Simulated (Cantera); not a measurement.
**Sublimation and decomposition of ceramics: SiC + N2**

A closed system holds: 1 mol SiC, a varied amount of N2, equilibrated at 1673 K and 5.40e-5 bar.

Equilibrium computed with Cantera from the NASA thermochemical tables; the gas is ideal and each condensed phase is pure. Candidate condensed phases: C, Si, SiC, Si3N4; 20 gas species. Rates play no part.

```json
[
 {"n(N2) (mol)": "0.3", "log p N2": "-4.27", "log p Si": "-8.25", "log p SiC2": "-10.44", "log p Si2C": "-10.54", "n SiC(s)": "1.000", "n C(graphite)": "0"},
 {"n(N2) (mol)": "0.36", "log p N2": "-4.27", "log p Si": "-8.25", "log p SiC2": "-10.44", "log p Si2C": "-10.54", "n SiC(s)": "1.000", "n C(graphite)": "0"},
 {"n(N2) (mol)": "0.43", "log p N2": "-4.27", "log p Si": "-8.25", "log p SiC2": "-10.44", "log p Si2C": "-10.54", "n SiC(s)": "1.000", "n C(graphite)": "0"},
 {"n(N2) (mol)": "0.53", "log p N2": "-4.27", "log p Si": "-8.25", "log p SiC2": "-10.44", "log p Si2C": "-10.54", "n SiC(s)": "1.000", "n C(graphite)": "0"},
 {"n(N2) (mol)": "0.64", "log p N2": "-4.27", "log p Si": "-8.25", "log p SiC2": "-10.44", "log p Si2C": "-10.54", "n SiC(s)": "1.000", "n C(graphite)": "0"},
 {"n(N2) (mol)": "0.77", "log p N2": "-4.27", "log p Si": "-8.25", "log p SiC2": "-10.44", "log p Si2C": "-10.54", "n SiC(s)": "1.000", "n C(graphite)": "0"},
 {"n(N2) (mol)": "0.93", "log p N2": "-4.27", "log p Si": "-8.25", "log p SiC2": "-10.44", "log p Si2C": "-10.54", "n SiC(s)": "1.000", "n C(graphite)": "0"},
 {"n(N2) (mol)": "1.1", "log p N2": "-4.27", "log p Si": "-8.25", "log p SiC2": "-10.44", "log p Si2C": "-10.54", "n SiC(s)": "1.000", "n C(graphite)": "0.000114"},
 {"n(N2) (mol)": "1.4", "log p N2": "-4.27", "log p Si": "-8.25", "log p SiC2": "-10.44", "log p Si2C": "-10.54", "n SiC(s)": "1.000", "n C(graphite)": "0.000145"}
]
```
log p: log10 of the partial pressure in bar; n: condensed amount in mol.

From 0.3 mol N2 to 0.93 mol N2 the condensed part is SiC(s). From 1.1 mol N2 to 1.4 mol N2 the condensed part is C(graphite) + SiC(s). The main Si-bearing gas is Si throughout.
